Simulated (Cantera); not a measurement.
An adiabatic, constant-pressure homogeneous reactor starts with CH4 : O2 : N2 : CO2 = 1 : 2 : 22 : 5.3 (molar parts), equivalence ratio 1.0, at 1475 K and 0.987 atm. Integrator tolerance rtol = 1e-08.

Detailed kinetics in Cantera: GRI-Mech 3.0 (53 species, 325 reactions).

**Question.** What does this change do: pressure from 0.987 atm to 22.7 atm?

**Answer.** 
```json
[
 {"quantity": "time of steepest temperature rise", "before": "5.41 ms", "after": "0.456 ms"},
 {"quantity": "temperature at 4.00 s", "before": "2057 K", "after": "2090 K"},
 {"quantity": "equilibrium temperature", "before": "2057 K", "after": "2090 K"},
 {"quantity": "x(CH4) at 4.00 s", "before": "<1e-12 (gas-phase equilibrium <1e-12)", "after": "<1e-12 (gas-phase equilibrium <1e-12)"},
 {"quantity": "x(O2) at 4.00 s", "before": "0.00325 (gas-phase equilibrium 0.00323)", "after": "0.00128 (gas-phase equilibrium 0.00128)"},
 {"quantity": "x(CO2) at 4.00 s", "before": "0.200 (gas-phase equilibrium 0.200)", "after": "0.204 (gas-phase equilibrium 0.204)"},
 {"quantity": "x(C2H2) at 4.00 s", "before": "<1e-12 (gas-phase equilibrium <1e-12)", "after": "<1e-12 (gas-phase equilibrium <1e-12)"},
 {"quantity": "x(N2O) at 4.00 s", "before": "5.71e-8 (gas-phase equilibrium 5.71e-8)", "after": "1.87e-7 (gas-phase equilibrium 1.87e-7)"},
 {"quantity": "x(C2H4) at 4.00 s", "before": "<1e-12 (gas-phase equilibrium <1e-12)", "after": "<1e-12 (gas-phase equilibrium <1e-12)"}
]
```
The pressure lies above the range GRI-Mech 3.0 was tuned for (to about 10 atm).

**Question.** What does this change do: initial temperature 1475 to 1075 K?

**Answer.** 
```json
[
 {"quantity": "time of steepest temperature rise", "before": "5.41 ms", "after": "1.18 s"},
 {"quantity": "temperature at 4.00 s", "before": "2057 K", "after": "1729 K"},
 {"quantity": "equilibrium temperature", "before": "2057 K", "after": "1728 K"},
 {"quantity": "x(CH4) at 4.00 s", "before": "<1e-12 (gas-phase equilibrium <1e-12)", "after": "<1e-12 (gas-phase equilibrium <1e-12)"},
 {"quantity": "x(O2) at 4.00 s", "before": "0.00325 (gas-phase equilibrium 0.00323)", "after": "0.000482 (gas-phase equilibrium 0.000430)"},
 {"quantity": "x(CO2) at 4.00 s", "before": "0.200 (gas-phase equilibrium 0.200)", "after": "0.207 (gas-phase equilibrium 0.207)"},
 {"quantity": "x(C2H2) at 4.00 s", "before": "<1e-12 (gas-phase equilibrium <1e-12)", "after": "<1e-12 (gas-phase equilibrium <1e-12)"},
 {"quantity": "x(N2O) at 4.00 s", "before": "5.71e-8 (gas-phase equilibrium 5.71e-8)", "after": "8.46e-9 (gas-phase equilibrium 7.85e-9)"},
 {"quantity": "x(C2H4) at 4.00 s", "before": "<1e-12 (gas-phase equilibrium <1e-12)", "after": "<1e-12 (gas-phase equilibrium <1e-12)"}
]
```
